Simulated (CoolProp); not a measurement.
Properties of R143a along the isotherm 500 K (Tc = 345.9 K, pc = 3762 kPa, ω = 0.261).

The numbers come from the reference Helmholtz-energy equation of state, Lemmon and Jacobsen 2000 in CoolProp.

| p (kPa) | phase | cp (kJ/(kg K)) | speed of sound (m/s) |
|---|---|---|---|
| 627 | gas | 1.291 | 228.9 |
| 1250 | gas | 1.306 | ___ |
| 1880 | gas | 1.322 | 223.7 |
| 2510 | gas | 1.339 | 221.3 |
| 3130 | gas | 1.356 | 219.1 |
| 3760 | gas | 1.375 | ___ |
| 4390 | supercritical | 1.394 | 215.1 |
| 5020 | supercritical | ___ | 213.4 |
| 5640 | supercritical | 1.433 | 212.0 |

Problem. Fill in the missing entries.

Solution. 
- 1250, speed of sound (m/s): 226.3
- 3760, speed of sound (m/s): 217.0
- 5020, cp (kJ/(kg K)): 1.413
